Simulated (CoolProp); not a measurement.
Decamethyltetrasiloxane (MD2M) at several states: fugacity coefficient from the reference equation and from simpler models built on Tc = 599.4 K, pc = 11.44 bar, ω = 0.635; each cubic takes its own stable root.

Values from CoolProp's reference Helmholtz-energy equation of state, Thol 2017.

```tsv
T (K)	p (bar)	phase	reference	van der Waals	Soave-Redlich-Kwong	Peng-Robinson
506.4	2.11	gas	?	?	0.8828	?
320.2	17.4	liquid	0.0001916	?	0.0002208	?
468.2	0.98	gas	?	?	0.9285	0.9251
```

### Question
Complete the blanks.

### Answer

- 506.4, reference: 0.8920
- 506.4, van der Waals: 0.9185
- 506.4, Peng-Robinson: 0.8759
- 320.2, van der Waals: 0.04088
- 320.2, Peng-Robinson: 0.0002496
- 468.2, reference: 0.9343
- 468.2, van der Waals: 0.9545
